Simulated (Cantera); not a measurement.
Input (Python, Cantera):

```python
import numpy as np
import cantera as ct

gas = ct.Solution("gri30.yaml")
gas.TP = 300, 130000
flame = ct.CounterflowDiffusionFlame(gas, width=0.02)
flame.fuel_inlet.X, flame.fuel_inlet.T = {'CH4': 1}, 323
flame.oxidizer_inlet.X, flame.oxidizer_inlet.T = {'O2': 0.21, 'N2': 0.79}, 373
flame.set_refine_criteria(ratio=3, slope=0.12, curve=0.24, prune=0.03)
show = ['OH', 'H', 'NO', 'CO', 'C2H2']

rows = []
print(f"{'mdot':>8s}{'a_max':>10s}{'a_mean':>10s}{'Tmax/K':>9s}" + "".join(f"{s:>11s}" for s in show) + "   (peak mole fractions)")
for i, mdot in enumerate([0.33, 0.46, 0.64, 0.91, 1.3, 1.8, 2.5, 3.6]):  # kg/m2/s on the oxidiser side
    flame.oxidizer_inlet.mdot, flame.fuel_inlet.mdot = mdot, 0.68 * mdot
    flame.solve(loglevel=0, auto=(i == 0))
    if flame.T.max() < max(323, 373) + 100:
        print(f"{mdot:8.3g}  no burning solution found from the previous one")
        break
    dT = np.abs(np.gradient(flame.T, flame.grid))
    rows.append([flame.strain_rate("max"), flame.strain_rate("mean"), flame.T.max(),
                 *(flame.X[gas.species_index(s)].max() for s in show), max(dT[0], dT[-1]) / dT.max()])
    print(f"{mdot:8.3g}{rows[-1][0]:10.1f}{rows[-1][1]:10.1f}{rows[-1][2]:9.1f}" + "".join(f"{x:11.3e}" for x in rows[-1][3:-1]))
```

Output:

```
    mdot     a_max    a_mean   Tmax/K         OH          H         NO         CO       C2H2   (peak mole fractions)
    0.33     160.3      28.1   2096.4  6.894e-03  3.143e-03  2.457e-04  4.848e-02  1.238e-02
    0.46     219.8      39.2   2082.5  6.905e-03  3.290e-03  2.283e-04  4.781e-02  1.143e-02
    0.64     297.8      54.5   2069.8  6.899e-03  3.440e-03  2.093e-04  4.737e-02  1.054e-02
    0.91     410.4      77.5   2057.0  6.890e-03  3.606e-03  1.872e-04  4.718e-02  9.713e-03
     1.3     567.4     110.7   2039.7  6.775e-03  3.730e-03  1.599e-04  4.703e-02  8.814e-03
     1.8     765.5     153.2   2019.7  6.565e-03  3.797e-03  1.313e-04  4.700e-02  7.895e-03
     2.5    1028.3     212.8   1995.9  6.252e-03  3.804e-03  1.015e-04  4.719e-02  6.917e-03
     3.6    1410.8     306.5   1959.6  5.691e-03  3.659e-03  6.683e-05  4.757e-02  5.561e-03
```

Model: GRI-Mech 3.0 (53 species, 325 reactions), integrated in Cantera. GRI-Mech 3.0 has no aromatics or soot, which form on the fuel side of real flames. The maximum strain rate includes the flame's own expansion and is several times the mean.
